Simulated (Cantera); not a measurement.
Standard-state values (1 bar) from the NASA 1993 polynomials, evaluated with Cantera. Values are per mole of reaction as written; species without (g) are pure solids or liquids, kept so even where they would boil at 1 bar.

Problem. Between 300 and 1373 K, where is each reaction favourable under standard conditions?
- 2 N2O(g) + 3 NbO2 ⇌ 3 Nb + 4 NO2(g)
- NbO2(g) ⇌ Nb + 2 O(g)

Solution. 
- 2 N2O(g) + 3 NbO2 ⇌ 3 Nb + 4 NO2(g): ΔG° is 2218 kJ at 300 K and 1768 kJ at 1373 K; it stays positive (K < 1). ΔH° is 2285 kJ and ΔS° 376 J/K at 1373 K.
- NbO2(g) ⇌ Nb + 2 O(g): ΔG° is 673 kJ at 300 K and 562 kJ at 1373 K; it stays positive (K < 1). ΔH° is 716 kJ and ΔS° 112 J/K at 1373 K.
